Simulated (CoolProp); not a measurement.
Cyclohexane at several states: fugacity coefficient from the reference equation and from simpler models built on Tc = 553.6 K, pc = 4081 kPa, ω = 0.209; each cubic takes its own stable root.

Model: reference Helmholtz-energy equation of state, Zhou 2014, in CoolProp.

| T (K) | p (kPa) | phase | reference |
|---|---|---|---|
| 376.4 | 1780 | liquid | 0.1074 |
| 406 | 27.2 | gas | 0.9939 |
| 500.1 | 40.2 | gas | 0.9954 |
| 614.6 | 10.3 | gas | 0.9994 |
| 497.6 | 11700 | liquid | 0.1824 |

Q: How far does each simpler model (Redlich-Kwong, Soave-Redlich-Kwong) lie from the reference over these 5 states: mean and median of the absolute difference, and the worst?

A: 
- Redlich-Kwong: mean 11.7 %, median 0.1 %, worst +44.4 % at 376.4 K and 1780 kPa
- Soave-Redlich-Kwong: mean 1.2 %, median 0.0 %, worst +4.9 % at 497.6 K and 11700 kPa
